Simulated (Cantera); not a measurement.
An adiabatic, constant-pressure homogeneous reactor starts with 3.30 % CH4, 6.60 % O2, 72.6 % N2, 17.5 % CO2, equivalence ratio 1.0, at 1475 K and 750 Torr.

Cantera simulation using GRI-Mech 3.0 (53 species, 325 reactions); the numbers are that mechanism's predictions, not measurements.

One state of this run: T (K) = 2057; x CH4 = <1e-12; x O2 = 0.00325; x CO2 = 0.200; x C2H2 = <1e-12; x N2O = 5.71e-8; x C2H4 = <1e-12. x: mole fraction; the columns are a selection and need not sum to one.

Q: Which value of t (s) does it belong to?
A. 4.00
B. 0.00915
C. 7.59e-6
D. 0.00120

A: A, 4.00
